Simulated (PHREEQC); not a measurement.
**Buffer (model solution)**

Dissolve 0.024 mol/kgw KH2PO4 and 3.4e-05 mol/kgw Na2CO3 at 25 °C. Closed to the air; pH follows from the charge balance.

Equilibrium calculation in PHREEQC: ion-association model, phreeqc.dat.

Precipitation was switched off in this run.

What pH, specific conductance does the model give?

pH 4.77; specific conductance 2300 µS/cm.

In which forms is C present?

CO2 97 %, HCO3- 2.9 % of the C.

Species that the database lacks are ignored.
